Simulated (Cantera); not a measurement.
Feed: 1 mol Fe(CO)5, 1.3 mol H2, 4.1 mol N2, at 0.100 bar.

Method: chemical equilibrium by Gibbs-energy minimisation in Cantera with the NASA 1993 tables (ideal gas, pure condensed phases). Candidate condensed phases: C, C6H6, C7H8, C8H18, Fe, Fe(CO)5, FeO, Fe(OH)2, Fe(OH)3, Fe2O3, Fe3O4, H2O; 140 gas species. Condensed phases not in the tables: cementite and carbon dissolved in iron. Kinetics and transport are ignored.

x: gas mole fraction; n: condensed amount in mol.

```csv
T (K),x CO,x N2,x H2,x CO2,x H2O,x HCN,n C(graphite),n Fe(α),n Fe(γ)
1075,0.476,0.396,0.125,0.00308,0.000749,___,0.0389,1.00,0
1125,0.479,0.395,0.125,0.00134,0.000384,___,0.0173,1.00,0
1175,0.480,0.395,0.125,0.000623,0.000208,___,0.00819,1.00,0
1225,0.480,0.394,0.125,0.000309,0.000118,___,0.00400,0,1.00
1275,0.480,0.394,0.125,0.000162,7.00e-5,___,0.00188,0,1.00
1325,0.481,0.394,0.125,8.92e-5,4.32e-5,___,0.000658,0,1.00
1375,0.481,0.394,0.125,5.75e-5,3.09e-5,8.02e-5,0,0,1.000
1425,0.481,0.394,0.125,5.26e-5,3.11e-5,7.89e-5,0,0,1.000
```

Question: Complete the blanks.

Answer: 
- 1075, x HCN: 3.52e-6
- 1125, x HCN: 6.81e-6
- 1175, x HCN: 1.25e-5
- 1225, x HCN: 2.17e-5
- 1275, x HCN: 3.61e-5
- 1325, x HCN: 5.79e-5
